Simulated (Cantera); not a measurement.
**Low-pressure radical oxidation in H2/O2**

An isothermal, constant-pressure homogeneous reactor starts with 0.902 % H₂, 99.1 % O₂, equivalence ratio 0.0046, at 1423 K and 0.0267 bar.

Cantera simulation using the H2/O2 subset of GRI-Mech 3.0, which has no nitrogen chemistry; the numbers are that mechanism's predictions, not measurements. Radical loss at walls, strong at low pressure, is not modelled.

| t (s) | x H₂ | x O₂ | x H₂O | x OH | x H₂O₂ |
|---|---|---|---|---|---|
| 0.000200 | 0.00902 | 0.991 | 1.07e-7 | 1.80e-7 | 7.69e-11 |
| 0.000743 | 0.00901 | 0.991 | 7.78e-6 | 6.51e-6 | 7.68e-10 |
| 0.00276 | 0.000246 | 0.983 | 0.00778 | 0.00170 | 2.49e-8 |
| 0.0102 | 3.02e-5 | 0.983 | 0.00828 | 0.00122 | 1.54e-8 |
| 0.0381 | 2.51e-5 | 0.984 | 0.00837 | 0.00111 | 1.44e-8 |
| 0.141 | 1.40e-5 | 0.987 | 0.00858 | 0.000835 | 1.13e-8 |
| 0.525 | 3.74e-6 | 0.990 | 0.00883 | 0.000432 | 5.71e-9 |
| 1.95 | 5.29e-7 | 0.991 | 0.00898 | 0.000163 | 1.54e-9 |
| 7.25 | 7.61e-8 | 0.991 | 0.00903 | 6.19e-5 | 3.34e-10 |
| 26.9 | 3.61e-8 | 0.991 | 0.00904 | 4.26e-5 | 1.92e-10 |
| 100 | 3.58e-8 | 0.991 | 0.00904 | 4.25e-5 | 1.91e-10 |
x: mole fraction; the columns are a selection and need not sum to one.

Equilibrium at this temperature and pressure: H₂ 3.58e-8, O₂ 0.991, H₂O 0.00904, OH 4.25e-5, H₂O₂ 1.91e-10 (gas phase only).
